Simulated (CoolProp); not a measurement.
Properties of R143a along the isobar 101 kPa (Tc = 345.9 K, pc = 3762 kPa, ω = 0.261).

Values from CoolProp's reference Helmholtz-energy equation of state, Lemmon and Jacobsen 2000.

```json
[
 {"T (K)": "185", "phase": "liquid", "Z": "0.004336", "isothermal compressibility (1/MPa)": "0.001329", "viscosity (µPa s)": "344"},
 {"T (K)": "193.5", "phase": "liquid", "Z": "0.004216", "isothermal compressibility (1/MPa)": "0.001480", "viscosity (µPa s)": "308"},
 {"T (K)": "202", "phase": "liquid", "Z": "0.004110", "isothermal compressibility (1/MPa)": "0.001654", "viscosity (µPa s)": "279"},
 {"T (K)": "210.5", "phase": "liquid", "Z": "0.004016", "isothermal compressibility (1/MPa)": "0.001858", "viscosity (µPa s)": "254"},
 {"T (K)": "219", "phase": "liquid", "Z": "0.003933", "isothermal compressibility (1/MPa)": "0.002099", "viscosity (µPa s)": "233"},
 {"T (K)": "227.4", "phase": "gas", "Z": "0.9522", "isothermal compressibility (1/MPa)": "10.41", "viscosity (µPa s)": "8.53"},
 {"T (K)": "235.9", "phase": "gas", "Z": "0.9588", "isothermal compressibility (1/MPa)": "10.34", "viscosity (µPa s)": "8.83"},
 {"T (K)": "244.4", "phase": "gas", "Z": "0.9642", "isothermal compressibility (1/MPa)": "10.28", "viscosity (µPa s)": "9.13"},
 {"T (K)": "252.9", "phase": "gas", "Z": "0.9687", "isothermal compressibility (1/MPa)": "10.23", "viscosity (µPa s)": "9.44"},
 {"T (K)": "261.4", "phase": "gas", "Z": "0.9724", "isothermal compressibility (1/MPa)": "10.19", "viscosity (µPa s)": "9.75"},
 {"T (K)": "269.9", "phase": "gas", "Z": "0.9756", "isothermal compressibility (1/MPa)": "10.15", "viscosity (µPa s)": "10.1"},
 {"T (K)": "278.4", "phase": "gas", "Z": "0.9782", "isothermal compressibility (1/MPa)": "10.12", "viscosity (µPa s)": "10.4"},
 {"T (K)": "286.8", "phase": "gas", "Z": "0.9805", "isothermal compressibility (1/MPa)": "10.10", "viscosity (µPa s)": "10.7"},
 {"T (K)": "295.3", "phase": "gas", "Z": "0.9825", "isothermal compressibility (1/MPa)": "10.08", "viscosity (µPa s)": "11.0"},
 {"T (K)": "303.8", "phase": "gas", "Z": "0.9842", "isothermal compressibility (1/MPa)": "10.06", "viscosity (µPa s)": "11.3"}
]
```

Viscosity comes from a separate model (Klein 1997), an estimate that may be off by 10 % or more.
